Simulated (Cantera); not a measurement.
A Cantera script and what it prints.

```python
import numpy as np
import cantera as ct

gas_names = """
    C CN CO CO2 C2 CCN CNC C2N2 C2O C3 C3O2 C4 C4N2 C5 Cu CuO Cu2 N NCO NO NO2 NO3 N2 N2O O O2 O3
""".split()
cond_names = """
    C(gr) Cu(cr) Cu(L) CuO(s) Cu2O(s) Cu2O(L)
""".split()


# ... load() reads the species with a 1 bar reference pressure and builds the phases ...
atoms = {
    'Cu2O': {'Cu': 2, 'O': 1},
    'C': {'C': 1},
    'N2': {'N': 2},
}
top_T = {'C(gr)': 4500, 'CuO(s)': 1390}  # K; cautious upper limits of use, not melting points


# ... equilibrate(T, P, feed) seeds the gas with the atoms and calls Mixture.equilibrate('TP', solver="vcs", rtol=1e-11, max_steps=5000) ...
results = []
feed = {'Cu2O': 1, 'C': 0.38, 'N2': 7.7}  # mol
for P in [10, 32, 100, 320, 1000, 3200, 10000, 32000, 100000, 320000, 1000000]:
    for T in [1223, 1273, 1323, 1373, 1423, 1473, 1523, 1573, 1623, 1673, 1723]:
        mix = equilibrate(T, P, feed)
        results.append((T, P, feed, dict(zip(mix.species_names, mix.species_moles))))

for T, P, feed, n in results:
    print(f"{T:7g} {P:10.4g}  " + (" + ".join(c for c in cond_names if n.get(c, 0) > 1e-12) or "gas only"))
```

Result:

```
   1223         10  Cu(cr) + Cu2O(s)
   1273         10  Cu(cr) + Cu2O(s)
   1323         10  Cu(cr)
   1373         10  Cu(L)
   1423         10  Cu(L)
   1473         10  Cu(L)
   1523         10  Cu(L)
   1573         10  gas only
   1623         10  gas only
   1673         10  gas only
   1723         10  gas only
   1223         32  Cu(cr) + Cu2O(s)
   1273         32  Cu(cr) + Cu2O(s)
   1323         32  Cu(cr) + Cu2O(s)
   1373         32  Cu(L)
   1423         32  Cu(L)
   1473         32  Cu(L)
   1523         32  Cu(L)
   1573         32  Cu(L)
   1623         32  Cu(L)
   1673         32  gas only
   1723         32  gas only
   1223        100  Cu(cr) + Cu2O(s)
   1273        100  Cu(cr) + Cu2O(s)
   1323        100  Cu(cr) + Cu2O(s)
   1373        100  Cu(L) + Cu2O(s)
   1423        100  Cu(L)
   1473        100  Cu(L)
   1523        100  Cu(L)
   1573        100  Cu(L)
   1623        100  Cu(L)
   1673        100  Cu(L)
   1723        100  gas only
   1223        320  Cu(cr) + Cu2O(s)
   1273        320  Cu(cr) + Cu2O(s)
   1323        320  Cu(cr) + Cu2O(s)
   1373        320  Cu(L) + Cu2O(s)
   1423        320  Cu(L) + Cu2O(s)
   1473        320  Cu(L)
   1523        320  Cu(L)
   1573        320  Cu(L)
   1623        320  Cu(L)
   1673        320  Cu(L)
   1723        320  Cu(L)
   1223       1000  Cu(cr) + Cu2O(s)
   1273       1000  Cu(cr) + Cu2O(s)
   1323       1000  Cu(cr) + Cu2O(s)
   1373       1000  Cu(L) + Cu2O(s)
   1423       1000  Cu(L) + Cu2O(s)
   1473       1000  Cu(L) + Cu2O(s)
   1523       1000  Cu(L)
   1573       1000  Cu(L)
   1623       1000  Cu(L)
   1673       1000  Cu(L)
   1723       1000  Cu(L)
   1223       3200  Cu(cr) + Cu2O(s)
   1273       3200  Cu(cr) + Cu2O(s)
   1323       3200  Cu(cr) + Cu2O(s)
   1373       3200  Cu(L) + Cu2O(s)
   1423       3200  Cu(L) + Cu2O(s)
   1473       3200  Cu(L) + Cu2O(s)
   1523       3200  Cu(L) + Cu2O(L)
   1573       3200  Cu(L) + Cu2O(L)
   1623       3200  Cu(L)
   1673       3200  Cu(L)
   1723       3200  Cu(L)
   1223      1e+04  Cu(cr) + Cu2O(s)
   1273      1e+04  Cu(cr) + Cu2O(s)
   1323      1e+04  Cu(cr) + Cu2O(s)
   1373      1e+04  Cu(L) + Cu2O(s)
   1423      1e+04  Cu(L) + Cu2O(s)
   1473      1e+04  Cu(L) + Cu2O(s)
   1523      1e+04  Cu(L) + Cu2O(L)
   1573      1e+04  Cu(L) + Cu2O(L)
   1623      1e+04  Cu(L) + Cu2O(L)
   1673      1e+04  Cu(L) + Cu2O(L)
   1723      1e+04  Cu(L)
   1223    3.2e+04  Cu(cr) + Cu2O(s)
   1273    3.2e+04  Cu(cr) + Cu2O(s)
   1323    3.2e+04  Cu(cr) + Cu2O(s)
   1373    3.2e+04  Cu(L) + Cu2O(s)
   1423    3.2e+04  Cu(L) + Cu2O(s)
   1473    3.2e+04  Cu(L) + Cu2O(s)
   1523    3.2e+04  Cu(L) + Cu2O(L)
   1573    3.2e+04  Cu(L) + Cu2O(L)
   1623    3.2e+04  Cu(L) + Cu2O(L)
   1673    3.2e+04  Cu(L) + Cu2O(L)
   1723    3.2e+04  Cu(L) + Cu2O(L)
   1223      1e+05  Cu(cr) + Cu2O(s)
   1273      1e+05  Cu(cr) + Cu2O(s)
   1323      1e+05  Cu(cr) + Cu2O(s)
   1373      1e+05  Cu(L) + Cu2O(s)
   1423      1e+05  Cu(L) + Cu2O(s)
   1473      1e+05  Cu(L) + Cu2O(s)
   1523      1e+05  Cu(L) + Cu2O(L)
   1573      1e+05  Cu(L) + Cu2O(L)
   1623      1e+05  Cu(L) + Cu2O(L)
   1673      1e+05  Cu(L) + Cu2O(L)
   1723      1e+05  Cu(L) + Cu2O(L)
   1223    3.2e+05  Cu(cr) + Cu2O(s)
   1273    3.2e+05  Cu(cr) + Cu2O(s)
   1323    3.2e+05  Cu(cr) + Cu2O(s)
   1373    3.2e+05  Cu(L) + Cu2O(s)
   1423    3.2e+05  Cu(L) + Cu2O(s)
   1473    3.2e+05  Cu(L) + Cu2O(s)
   1523    3.2e+05  Cu(L) + Cu2O(L)
   1573    3.2e+05  Cu(L) + Cu2O(L)
   1623    3.2e+05  Cu(L) + Cu2O(L)
   1673    3.2e+05  Cu(L) + Cu2O(L)
   1723    3.2e+05  Cu(L) + Cu2O(L)
   1223      1e+06  Cu(cr) + Cu2O(s)
   1273      1e+06  Cu(cr) + Cu2O(s)
   1323      1e+06  Cu(cr) + Cu2O(s)
   1373      1e+06  Cu(L) + Cu2O(s)
   1423      1e+06  Cu(L) + Cu2O(s)
   1473      1e+06  Cu(L) + Cu2O(s)
   1523      1e+06  Cu(L) + Cu2O(L)
   1573      1e+06  Cu(L) + Cu2O(L)
   1623      1e+06  Cu(L) + Cu2O(L)
   1673      1e+06  Cu(L) + Cu2O(L)
   1723      1e+06  Cu(L) + Cu2O(L)
```

Cantera equilibrium calculation (NASA polynomials, part measured and part estimated; ideal gas, pure solids and liquids). Each liquid is taken as pure. Mutual solubility and eutectic melting of coexisting phases are not modelled.
